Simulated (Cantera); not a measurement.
An isothermal, constant-pressure homogeneous reactor starts with N2O = 1 (molar parts), at 1550 K and 1.01 bar.

Cantera simulation using GRI-Mech 3.0 (53 species, 325 reactions); the numbers are that mechanism's predictions, not measurements. GRI-Mech 3.0 was tuned for natural gas; its chemistry of N2O as a main component is partial and can be far from experiment. The temperature is held fixed by assumption; the heat of reaction is taken as removed at once.

One state of this run: x N2O = 0.727; x NO2 = 0.000263; x N2 = 0.157; x NO = 0.0490; x O = 0.000103. x: mole fraction; the columns are a selection and need not sum to one.

Question: Which value of t (s) does it belong to?
(A) 0.0247
(B) 6.55e-5
(C) 0.00230
(D) 9.32

Answer: C, 0.00230
